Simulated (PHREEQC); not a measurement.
K2CO3 is added in steps, without added water, to 1 kg of water holding 0.021 mol/kgw HF, at 25 °C. Oxygen alone is held at its pressure in air (log pO2 = -0.68). No CO2 enters from the air. Nothing may precipitate in this run.

Base run: PHREEQC, ion-association model, phreeqc.dat. Each further column changes one thing. The table gives HF (mol/kgw).

```csv
K2CO3 added (mol),base,metal-ligand complexes left out,Davies equation for every ion,all activity coefficients set to 1,database wateq4f.dat
0,0.0171,0.0171,0.0171,[?],0.0159
0.0063,0.00754,0.00754,0.00754,0.00763,0.00729
0.01155,5.97e-5,5.97e-5,6.03e-5,[?],5.97e-5
0.01785,2.96e-6,2.96e-6,[?],3.00e-6,2.96e-6
0.02415,1.39e-8,1.39e-8,1.45e-8,9.90e-9,1.39e-8
0.03045,4.84e-9,4.84e-9,[?],[?],4.84e-9
0.0357,3.19e-9,3.19e-9,3.35e-9,2.15e-9,3.19e-9
0.042,2.28e-9,2.28e-9,2.41e-9,[?],2.28e-9
```

**Question.** Fill in the missing entries.

**Answer.** 
- 0, all activity coefficients set to 1: 0.0173
- 0.01155, all activity coefficients set to 1: 6.04e-5
- 0.01785, Davies equation for every ion: 3.01e-6
- 0.03045, Davies equation for every ion: 5.07e-9
- 0.03045, all activity coefficients set to 1: 3.33e-9
- 0.042, all activity coefficients set to 1: 1.51e-9

 wateq4f.dat counts part of the HF as a dimer, H2F2, which phreeqc.dat doesn't know; its constant is uncertain. phreeqc.dat and wateq4f.dat share most of their constants, so their agreement is no independent check.
